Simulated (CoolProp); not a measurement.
Vapour-liquid equilibrium of ethane (1) + propane (2) at 6.39 bar; x and y are mole fractions of (1).

Model: multi-fluid Helmholtz-energy mixture model, Bücker 2006 and Lemmon 2009; pair parameters Kunz 2012, in CoolProp.

Problem. Give the bubble temperature and the first vapour's composition at x = 0.35, 0.65, 0.875. Is there an azeotrope?

Solution. x = 0.35: 255.0 K, y = 0.701; x = 0.65: 239.6 K, y = 0.905; x = 0.875: 231.2 K, y = 0.976. No azeotrope shows between x = 0.05 and 0.95.

The pair parameters rest on a limited set of measurements; away from them the model extrapolates.
